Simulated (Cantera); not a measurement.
A perfectly stirred reactor is fed with 2.78 % C₂H₆, 97.2 % N₂, at 20.0 Torr; it is held at 1325 K, and followed from long to short residence time.

Computed with Cantera and GRI-Mech 3.0 (53 species, 325 reactions). GRI-Mech 3.0 stops at C3 and has no aromatics, soot or wall deposition, so with more carbon than oxygen in the feed, carbon stays in small species such as C2H2 where larger ones or solid carbon would form. Radical loss at walls, strong at low pressure, is not modelled.

x: mole fraction; the columns are a selection and need not sum to one.

```
τ (s)     x C₂H₆     x C₂H    x C₂H₄    x CH₂    x HCN    x C₂H₂      x H
------  --------  --------  --------  -------  -------  --------  -------
0.87    0.000755   7.61e-9   0.00377  4.68e-8  4.65e-8    0.0186  2.79e-5
0.38     0.00153   7.70e-9   0.00624  7.66e-8  3.96e-8    0.0152  3.04e-5
0.17     0.00308         …   0.00918  1.22e-7  3.39e-8    0.0110  3.16e-5
0.075    0.00618         …    0.0115  1.85e-7  2.81e-8   0.00634  3.07e-5
0.033     0.0115         …    0.0110  2.45e-7  2.17e-8   0.00263  2.75e-5
0.015     0.0177         …   0.00768  2.66e-7  1.60e-8  0.000776  2.31e-5
0.0065    0.0231  3.72e-10   0.00375  2.27e-7  1.03e-8  0.000138  1.82e-5
0.0028    0.0261  7.53e-11   0.00131  1.33e-7  4.74e-9   1.45e-5  1.26e-5
0.0013    0.0273  7.39e-12  0.000351  4.99e-8  1.15e-9   9.99e-7  6.95e-6
```

**Question.** Fill in the missing entries.

**Answer.** 
- 0.17, x C₂H: 6.90e-9
- 0.075, x C₂H: 5.03e-9
- 0.033, x C₂H: 2.77e-9
- 0.015, x C₂H: 1.19e-9
